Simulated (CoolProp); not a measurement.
Vapour-liquid equilibrium of R113 (1) + benzene (2) at 0.551 bar; x and y are mole fractions of (1).

Computed with CoolProp (multi-fluid Helmholtz-energy mixture model, Marx 1992 and Thol 2012; pair parameters Bell 2016).

Question: Give the bubble temperature and the first vapour's composition at x = 0.05, 0.35, 0.95. Is there an azeotrope?

Answer: x = 0.05: 329.3 K, y = 0.211; x = 0.35: 314.5 K, y = 0.661; x = 0.95: 304.1 K, y = 0.974. No azeotrope shows between x = 0.05 and 0.95.

The pair parameters rest on a limited set of measurements; away from them the model extrapolates.
